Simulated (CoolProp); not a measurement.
Ethanol along the isobar 7960 kPa: Z from the reference equation and from simpler models built on Tc = 514.7 K, pc = 6268 kPa, ω = 0.644; each cubic takes its own stable root.

Values from CoolProp's reference Helmholtz-energy equation of state, Schroeder 2014.

```json
[
 {"T (K)": "244.2", "phase": "liquid", "reference": "0.2160"},
 {"T (K)": "280.4", "phase": "liquid", "reference": "0.1950"},
 {"T (K)": "316.6", "phase": "liquid", "reference": "0.1794"},
 {"T (K)": "352.8", "phase": "liquid", "reference": "0.1679"},
 {"T (K)": "388.9", "phase": "liquid", "reference": "0.1601"},
 {"T (K)": "425.1", "phase": "liquid", "reference": "0.1564"},
 {"T (K)": "461.3", "phase": "liquid", "reference": "0.1578"},
 {"T (K)": "497.5", "phase": "liquid", "reference": "0.1689"},
 {"T (K)": "533.7", "phase": "supercritical", "reference": "0.3931"},
 {"T (K)": "569.8", "phase": "supercritical", "reference": "0.6940"}
]
```

**Question.** How far does each simpler model (van der Waals, Redlich-Kwong, Soave-Redlich-Kwong, Peng-Robinson) lie from the reference over these 10 states: mean and median of the absolute difference, and the worst?

**Answer.** 
- van der Waals: mean 68.9 %, median 83.4 %, worst +84.2 % at 388.9 K and 7960 kPa
- Redlich-Kwong: mean 27.2 %, median 27.3 %, worst +40.7 % at 497.5 K and 7960 kPa
- Soave-Redlich-Kwong: mean 18.7 %, median 18.6 %, worst +33.3 % at 497.5 K and 7960 kPa
- Peng-Robinson: mean 7.6 %, median 5.9 %, worst +19.0 % at 497.5 K and 7960 kPa
